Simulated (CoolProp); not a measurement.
Ethylene along the isobar 6.68 MPa: Z from the reference equation and from simpler models built on Tc = 282.4 K, pc = 5.042 MPa, ω = 0.087; each cubic takes its own stable root.

The numbers come from the reference Helmholtz-energy equation of state, Smukala 2000 in CoolProp.

| T (K) | phase | reference | van der Waals | Redlich-Kwong | Soave-Redlich-Kwong | Peng-Robinson |
|---|---|---|---|---|---|---|
| 118.6 | liquid | 0.2971 | 0.4558 | 0.3082 | 0.3100 | 0.2762 |
| 130.5 | liquid | 0.2765 | 0.4221 | 0.2861 | 0.2873 | 0.2558 |
| 142.5 | liquid | 0.2595 | 0.3943 | 0.2682 | 0.2689 | 0.2392 |
| 154.4 | liquid | 0.2458 | 0.3717 | 0.2539 | 0.2541 | 0.2258 |
| 166.4 | liquid | 0.2343 | 0.3528 | 0.2423 | … | 0.2149 |
| 178.3 | liquid | 0.2250 | 0.3374 | 0.2331 | 0.2325 | 0.2063 |
| 190.3 | liquid | 0.2173 | 0.3246 | 0.2260 | 0.2251 | … |
| 202.2 | liquid | 0.2113 | 0.3144 | 0.2209 | 0.2196 | 0.1945 |
| 214.1 | liquid | 0.2068 | 0.3066 | 0.2177 | 0.2161 | 0.1914 |
| 226.1 | liquid | 0.2039 | 0.3009 | 0.2165 | 0.2146 | 0.1901 |
| 238 | liquid | 0.2026 | 0.2978 | 0.2177 | 0.2156 | 0.1910 |
| 250 | liquid | 0.2035 | 0.2974 | 0.2218 | 0.2196 | 0.1949 |
| 261.9 | liquid | 0.2075 | 0.3008 | 0.2304 | … | 0.2032 |
| 273.8 | liquid | 0.2171 | 0.3098 | 0.2468 | 0.2453 | 0.2197 |
| 285.8 | supercritical | 0.2424 | 0.3301 | 0.2827 | 0.2841 | 0.2579 |
| 297.7 | supercritical | 0.3799 | 0.3822 | 0.3971 | 0.4148 | 0.3883 |

**Question.** Complete the blanks.

**Answer.** 
- 166.4, Soave-Redlich-Kwong: 0.2421
- 190.3, Peng-Robinson: 0.1995
- 261.9, Soave-Redlich-Kwong: 0.2283
